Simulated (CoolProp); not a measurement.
Saturation properties of benzene (Tc = 562.0 K, pc = 4.906 MPa, ω = 0.211).

The numbers come from the reference Helmholtz-energy equation of state, Thol 2012 in CoolProp.

```json
[
 {"T (K)": "313.4", "p (MPa)": "0.02464", "liquid cp (kJ/(kg K))": "1.778", "vapour Z": "0.9880", "vapour viscosity (µPa s)": "7.93"},
 {"T (K)": "332.6", "p (MPa)": "0.05124", "liquid cp (kJ/(kg K))": "1.837", "vapour Z": "0.9793", "vapour viscosity (µPa s)": "8.38"},
 {"T (K)": "351.8", "p (MPa)": "0.09698", "liquid cp (kJ/(kg K))": "1.900", "vapour Z": "0.9670", "vapour viscosity (µPa s)": "8.83"},
 {"T (K)": "371", "p (MPa)": "0.1699", "liquid cp (kJ/(kg K))": "1.967", "vapour Z": "0.9509", "vapour viscosity (µPa s)": "9.28"},
 {"T (K)": "390.2", "p (MPa)": "0.2793", "liquid cp (kJ/(kg K))": "2.037", "vapour Z": "0.9303", "vapour viscosity (µPa s)": "9.72"},
 {"T (K)": "409.4", "p (MPa)": "0.4356", "liquid cp (kJ/(kg K))": "2.112", "vapour Z": "0.9052", "vapour viscosity (µPa s)": "10.2"},
 {"T (K)": "428.6", "p (MPa)": "0.6498", "liquid cp (kJ/(kg K))": "2.192", "vapour Z": "0.8749", "vapour viscosity (µPa s)": "10.6"},
 {"T (K)": "447.8", "p (MPa)": "0.9339", "liquid cp (kJ/(kg K))": "2.282", "vapour Z": "0.8392", "vapour viscosity (µPa s)": "11.1"}
]
```

It boils at 353.2 K under 1 atm.

Viscosity comes from a separate model (Avgeri 2014).
